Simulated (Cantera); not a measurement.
Feed: 1 mol CO2, 0.98 mol SO2, 0.63 mol H2, at 1175 K and 1400000 Pa.

Equilibrium computed with Cantera from the NASA thermochemical tables; the gas is ideal and each condensed phase is pure. Candidate condensed phases: C, C6H6, C7H8, C8H18, H2O, H2SO4, S; 123 gas species. Gases not in the tables: S3 to S7. Kinetics and transport are ignored.

Base state: CO2 0.406, SO2 0.284, H2O 0.236, S2 0.0424, H2S 0.0218, S2O 0.00523, CO 0.00231, COS 0.00153 (mole fractions); condensed: gas only.

What changes in the equilibrium state with this change: SO2 from 0.98 to 0.11 mol?


```json
[
 {"species": "CO2", "before": "0.406", "after": "0.480"},
 {"species": "H2O", "before": "0.236", "after": "0.268"},
 {"species": "CO", "before": "0.00231", "after": "0.128"},
 {"species": "SO2", "before": "0.284", "after": "6.88e-6"},
 {"species": "S2", "before": "0.0424", "after": "0.000123"},
 {"species": "H2", "before": "0.00104", "after": "0.0559"},
 {"species": "H2S", "before": "0.0218", "after": "0.0626"},
 {"species": "S2O", "before": "0.00523", "after": "3.22e-7"},
 {"species": "CH4", "before": "<1e-9", "after": "1.09e-5"},
 {"species": "SO", "before": "7.27e-5", "after": "8.30e-8"},
 {"species": "CS2", "before": "1.36e-6", "after": "1.03e-5"},
 {"species": "COS", "before": "0.00153", "after": "0.00457"}
]
```

What changes in the equilibrium state with this change: temperature from 1175 K to 3025 K?


```tsv
species	before	after
SO2	0.284	0.307
H2O	0.236	0.197
CO2	0.406	0.195
CO	0.00231	0.178
SO	7.27e-5	0.0534
OH	1.66e-9	0.0195
O2	<1e-9	0.0112
H2S	0.0218	0.000225
S2	0.0424	0.000704
H2	0.00104	0.0242
H	1.06e-9	0.00708
O	<1e-9	0.00349
```
